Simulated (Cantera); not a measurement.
Feed: 1 mol SiH₂Cl₂, 0.87 mol C₂H₄, 320 mol H₂, at 1900 K and 3.50 mbar.

Method: chemical equilibrium by Gibbs-energy minimisation in Cantera with the NASA 1993 tables (ideal gas, pure condensed phases). Candidate condensed phases: C, C₆H₆, C₇H₈, C₈H₁₈, Si, SiC; 109 gas species. Kinetics and transport are ignored.

Base state: H₂ 0.980, H 0.0133, HCl 0.00606, C₂H₂ (acetylene) 0.000374, Si 0.000134, Cl 6.20e-5 (mole fractions); condensed: C(graphite) + SiC(s).

What changes in the equilibrium state with this change: pressure from 3.50 mbar to 0.133 bar?


```json
[
 {"species": "H₂", "before": "0.980", "after": "0.991"},
 {"species": "HCl", "before": "0.00606", "after": "0.00615"},
 {"species": "H", "before": "0.0133", "after": "0.00216"},
 {"species": "Si", "before": "0.000134", "after": "3.51e-6"},
 {"species": "CH₄", "before": "1.89e-6", "after": "7.36e-5"},
 {"species": "Cl", "before": "6.20e-5", "after": "1.01e-5"},
 {"species": "C₂H₂ (acetylene)", "before": "0.000374", "after": "0.000378"},
 {"species": "C(graphite), mol", "before": "0.543", "after": "0.473"},
 {"species": "SiC(s), mol", "before": "0.949", "after": "0.996"}
]
```
